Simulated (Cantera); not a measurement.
A perfectly stirred reactor is fed with 5.25 % CH4, 0.362 % H2, 19.8 % O2, 74.6 % N2, at 3750 Torr; it is adiabatic with a 500 K inlet, and is followed from long to short residence time, starting on the burning branch (τ in s: 0.037, 0.016, 0.0068, 0.0029, 0.0013, 0.00054, 0.00023, 9.9e-05, 4.2e-05).

Cantera simulation using GRI-Mech 3.0 (53 species, 325 reactions); the numbers are that mechanism's predictions, not measurements.

x: mole fraction; the columns are a selection and need not sum to one.

```json
[
 {"τ (s)": "0.037", "T (K)": "1714", "x CH4": "1.65e-5", "x H2": "2.52e-5", "x O2": "0.0913", "x HO2": "2.29e-6", "x NO": "4.38e-6"},
 {"τ (s)": "0.016", "T (K)": "1712", "x CH4": "2.95e-5", "x H2": "4.35e-5", "x O2": "0.0914", "x HO2": "3.82e-6", "x NO": "4.14e-6"},
 {"τ (s)": "0.0068", "T (K)": "1707", "x CH4": "5.30e-5", "x H2": "7.73e-5", "x O2": "0.0916", "x HO2": "6.67e-6", "x NO": "4.00e-6"},
 {"τ (s)": "0.0029", "T (K)": "1700", "x CH4": "…", "x H2": "…", "x O2": "0.0919", "x HO2": "…", "x NO": "…"},
 {"τ (s)": "0.0013", "T (K)": "1688", "x CH4": "0.000173", "x H2": "0.000244", "x O2": "0.0926", "x HO2": "2.06e-5", "x NO": "3.00e-6"},
 {"τ (s)": "0.00054", "T (K)": "1661", "x CH4": "…", "x H2": "…", "x O2": "0.0942", "x HO2": "…", "x NO": "…"},
 {"τ (s)": "0.00023", "T (K)": "500", "x CH4": "0.0525", "x H2": "0.00362", "x O2": "0.198", "x HO2": "<1e-12", "x NO": "<1e-12"},
 {"τ (s)": "9.9e-5", "T (K)": "500", "x CH4": "0.0525", "x H2": "0.00362", "x O2": "0.198", "x HO2": "<1e-12", "x NO": "<1e-12"},
 {"τ (s)": "4.2e-5", "T (K)": "500", "x CH4": "0.0525", "x H2": "0.00362", "x O2": "0.198", "x HO2": "<1e-12", "x NO": "<1e-12"}
]
```

Q: Complete the blanks.

A: 
- 0.0029, x CH4: 9.61e-5
- 0.0029, x H2: 0.000139
- 0.0029, x HO2: 1.18e-5
- 0.0029, x NO: 3.64e-6
- 0.00054, x CH4: 0.000359
- 0.00054, x H2: 0.000468
- 0.00054, x HO2: 3.92e-5
- 0.00054, x NO: 2.04e-6
